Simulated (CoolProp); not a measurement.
Vapour-liquid equilibrium of R152A (1) + methanol (2) at 44.55 °C; x and y are mole fractions of (1).

Values from CoolProp's multi-fluid Helmholtz-energy mixture model, Outcalt 1996 and de Reuck 1993; pair parameters Bell 2016.

```csv
x,"bubble pressure, mixture model (kPa)","bubble pressure, Raoult's law (kPa)","y, mixture model","y, Raoult's law"
0.05,218.7,92.81,0.800,0.552
0.2,478.5,240.0,0.909,0.854
0.35,580.9,387.1,0.927,0.927
0.5,653.2,534.3,0.939,0.959
0.65,734.7,681.5,0.952,0.978
0.8,838.8,828.6,0.969,0.989
0.95,972.5,975.8,0.991,0.998
```

The largest gap from Raoult's law is +135.6 % in bubble pressure, at x = 0.05. No azeotrope shows between x = 0.05 and 0.95.

The pair parameters rest on a limited set of measurements; away from them the model extrapolates. With so large a gap from Raoult's law the liquid may split in two, which this calculation doesn't test in full.
